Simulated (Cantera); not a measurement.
Input: 1 mol BN, 2.6 mol Cl2, at 1373 K and 56000 Pa.

Method: chemical equilibrium by Gibbs-energy minimisation in Cantera with the NASA 1993 tables (ideal gas, pure condensed phases). Candidate condensed phases: B, BN; 10 gas species. The numbers say what is thermodynamically allowed, not how fast it happens.

Base state: Cl2 0.409, BCl3 0.381, N2 0.190, Cl 0.0197 (mole fractions); condensed: gas only.

### Question
What changes in the equilibrium state with this change: 0.12 mol O2 added?

### Answer
| species | before | after |
|---|---|---|
| Cl2 | 0.409 | 0.484 |
| BCl3 | 0.381 | 0.280 |
| N2 | 0.190 | 0.185 |
| B3O3Cl3 | 0 | 0.0294 |
| Cl | 0.0197 | 0.0214 |
| BOCl | 0 | 0.000397 |
The tables' values for BOCl are old estimates; treat these amounts as uncertain. Further candidate phases: B2O3.
